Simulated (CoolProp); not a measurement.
Vapour-liquid equilibrium of ethylene (1) + 1-butene (2) at 200.3 K; x and y are mole fractions of (1).

Values from CoolProp's multi-fluid Helmholtz-energy mixture model, Smukala 2000 and Lemmon 2005; pair parameters Bell 2016.

Task: Give the bubble pressure and the first vapour's composition at x = 0.2, 0.35, 0.8. Is there an azeotrope?

Result: x = 0.2: 0.09536 MPa, y = 0.976; x = 0.35: 0.1637 MPa, y = 0.988; x = 0.8: 0.3663 MPa, y = 0.998. No azeotrope shows between x = 0.05 and 0.95.

The pair parameters rest on a limited set of measurements; away from them the model extrapolates. The gap from Raoult's law changes sign with composition, which may be real or a fault of the pair parameters; it wasn't checked against measurements.
